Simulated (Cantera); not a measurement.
Source: NASA polynomial tables (part measured, part estimated), evaluated in Cantera. Values are per mole of reaction as written; species without (g) are pure solids or liquids, kept so even where they would boil at 1 bar.

3 Cl(g) + Al(g) = AlCl3, with ΔH° = -1399.2 kJ and ΔS° = -550.8 J/K at 300 K.

**Question.** How far is the shortcut ΔG° ≈ ΔH°(300 K) − T·ΔS°(300 K) from the full temperature-dependent value at 400, 425, 450, 475, 500, 525, 550, 575 K?

**Answer.** 
```
T (K)  shortcut (kJ)  full (kJ)  difference (kJ)  difference in log10 K  condensed phases
-----  -------------  ---------  ---------------  ---------------------  ----------------
400          -1178.9    -1179.0              0.1                  -0.01          AlCl3(s)
425          -1165.1    -1165.3              0.2                  -0.02          AlCl3(s)
450          -1151.4    -1151.6              0.3                  -0.03          AlCl3(s)
475          -1137.6    -1138.7              1.1                  -0.12          AlCl3(l)
500          -1123.8    -1126.9              3.1                  -0.33          AlCl3(l)
525          -1110.1    -1115.3              5.2                  -0.52          AlCl3(l)
550          -1096.3    -1103.6              7.4                  -0.70          AlCl3(l)
575          -1082.5    -1092.0              9.5                  -0.87          AlCl3(l)
```
The shortcut ignores heat capacities and the phase changes listed.
